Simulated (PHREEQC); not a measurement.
Make-up at 25 °C: 0.16 mol/kgw HF, 0.0018 mol/kgw NH4HF2 and 6.8e-08 mol/kgw H4SiO4. Closed to the air; pH follows from the charge balance.

Model: ion-association model, phreeqc.dat, run in PHREEQC.

```yaml
pH: 1.94
ionic_strength: 0.0146 mol/kgw
total_alkalinity: -162 meq/kg
```

| species | molality | activity | log γ |
|---|---|---|---|
| HF | 0.144 | 0.144 | 0.001 |
| H+ | 0.0128 | 0.0116 | -0.045 |
| F- | 0.00943 | 0.00832 | -0.054 |
| HF2- | 0.00520 | 0.00461 | -0.053 |
| NH4+ | 0.00180 | 0.00158 | -0.056 |
| SiF6-2 | 6.80e-8 | 4.23e-8 | -0.206 |

Precipitation was switched off in this run. SiF6-2 is the database's only silicon fluoride.
